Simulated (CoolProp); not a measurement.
Vapour-liquid equilibrium of ethane (1) + C2F6 (R116) (2) at 1.18 MPa; x and y are mole fractions of (1).

Model: multi-fluid Helmholtz-energy mixture model, Bücker 2006 and Lemmon 2006; pair parameters Bell 2016, in CoolProp.

| x | bubble temperature (°C) | y at the bubble point | dew temperature at overall composition x (°C) | liquid density (mol/L) |
|---|---|---|---|---|
| 0.05 | -18.9 | 0.104 | -17.4 | 9.436 |
| 0.15 | -23.9 | 0.281 | -20.1 | 9.923 |
| 0.25 | -27.7 | 0.411 | -23.0 | 10.39 |
| 0.35 | -30.2 | 0.503 | -25.9 | 10.84 |
| 0.45 | -31.8 | 0.568 | -28.8 | 11.31 |
| 0.55 | -32.6 | 0.617 | -31.4 | 11.83 |
| 0.65 | -32.9 | 0.661 | -32.9 | 12.42 |
| 0.75 | -32.8 | 0.709 | -32.3 | 13.11 |
| 0.85 | -31.8 | 0.776 | -30.3 | 13.89 |
| 0.95 | -29.2 | 0.897 | -27.8 | 14.71 |

y crosses x between x = 0.65 and 0.75: the model has an azeotrope there.

The pair parameters rest on a limited set of measurements; away from them the model extrapolates.
